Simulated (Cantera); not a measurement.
Cantera run, input and output.

```python
import numpy as np
import cantera as ct

gas = ct.Solution("h2o2.yaml")
gas.TPX = 500, 100000, {'H2': 1, 'O2': 0.455, 'N2': 1.71}
flame = ct.FreeFlame(gas, width=0.04)
flame.set_refine_criteria(ratio=3, slope=0.08, curve=0.16)
flame.transport_model = "mixture-averaged"
flame.solve(loglevel=0, auto=True)
z, T = flame.grid, flame.T
thick = (T[-1] - T[0]) / np.gradient(T, z).max()
show = ['H2', 'O2', 'H2O2', 'HO2', 'H', 'OH']
print(f"laminar burning velocity  {flame.velocity[0] * 100:.3f} cm/s")
print(f"burnt temperature         {T[-1]:.1f} K")
print(f"thermal thickness         {thick * 1e3:.4f} mm")
print(f"grid points               {len(z)}")
z0 = z[flame.heat_release_rate.argmax()]
print(f"{'z/mm':>9s}{'T/K':>9s}{'u/(m/s)':>9s}" + "".join(f"{s:>11s}" for s in show))
rows = []
for k in (-3, -2, -1.5, -1, -0.5, -0.25, 0, 0.25, 0.5, 1, 2, 4, 8):
    zz = z0 + k * thick
    rows.append([k * thick, np.interp(zz, z, T), np.interp(zz, z, flame.velocity),
                 *(np.interp(zz, z, flame.X[gas.species_index(s)]) for s in show)])
    print(f"{rows[-1][0] * 1e3:9.3f}{rows[-1][1]:9.1f}{rows[-1][2]:9.3f}" + "".join(f"{x:11.3e}" for x in rows[-1][3:]))
```

It prints:

```
laminar burning velocity  575.812 cm/s
burnt temperature         2507.8 K
thermal thickness         0.4389 mm
grid points               135
     z/mm      T/K  u/(m/s)         H2         O2       H2O2        HO2          H         OH
   -1.317    500.0    5.758  3.160e-01  1.438e-01  1.525e-16  3.502e-14  2.430e-17  1.778e-17
   -0.878    500.0    5.758  3.160e-01  1.438e-01  4.900e-14  1.246e-11  9.056e-15  6.364e-15
   -0.658    500.0    5.758  3.160e-01  1.438e-01  1.416e-12  3.422e-10  4.185e-13  1.610e-13
   -0.439    500.0    5.758  3.159e-01  1.438e-01  1.900e-10  4.217e-08  3.010e-10  1.536e-11
   -0.219    508.2    5.830  3.129e-01  1.442e-01  2.483e-06  1.343e-04  2.588e-05  1.267e-05
   -0.110    726.5    8.122  2.801e-01  1.401e-01  3.315e-05  2.550e-04  4.426e-03  9.186e-04
    0.000   1209.0   13.026  1.734e-01  1.011e-01  5.759e-06  9.351e-05  3.638e-02  3.361e-03
    0.110   1541.5   16.387  8.046e-02  4.160e-02  2.990e-06  3.441e-05  6.182e-02  9.648e-03
    0.219   1695.4   17.889  6.062e-02  2.482e-02  1.784e-06  1.843e-05  5.971e-02  1.315e-02
    0.439   1855.5   19.383  5.815e-02  1.923e-02  9.387e-07  1.206e-05  4.783e-02  1.565e-02
    0.878   2018.7   20.847  5.685e-02  1.550e-02  5.075e-07  8.078e-06  3.496e-02  1.689e-02
    1.756   2173.4   22.185  5.349e-02  1.176e-02  3.095e-07  5.154e-06  2.384e-02  1.668e-02
    3.511   2307.4   23.306  4.869e-02  8.294e-03  2.161e-07  3.207e-06  1.533e-02  1.503e-02
```

Model: the H2/O2 subset of GRI-Mech 3.0, which has no nitrogen chemistry, integrated in Cantera. Burning velocities carry a grid error of a few per cent, more on coarse grids.
